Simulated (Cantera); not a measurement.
A closed system holds: 1 mol CH4, 0.17 mol CO2, equilibrated at 900 K and 1600 Pa.

Equilibrium computed with Cantera from the NASA thermochemical tables; the gas is ideal and each condensed phase is pure. Candidate condensed phases: C, C6H6, C7H8, C8H18, H2O; 110 gas species. Rates play no part.

Base state: H2 0.851, CO 0.139, H2O 0.00459, CH4 0.00362, CO2 0.00172 (mole fractions); condensed: C(graphite).

### Question
What changes in the equilibrium state with this change: CO2 from 0.17 to 2.8 mol?

### Answer
```tsv
species	before	after
CO	0.139	0.414
H2	0.851	0.275
CO2	0.00172	0.241
H2O	0.00459	0.0696
CH4	0.00362	2.41e-5
C(graphite), mol	0.836	0
```

### Question
What changes in the equilibrium state with this change: pressure from 1600 Pa to 101000 Pa?

### Answer
```
species            before   after
----------------  -------  ------
H2                  0.851   0.686
CH4               0.00362   0.149
H2O               0.00459  0.0932
CO2               0.00172  0.0173
CO                  0.139  0.0552
C(graphite), mol    0.836   0.759
```
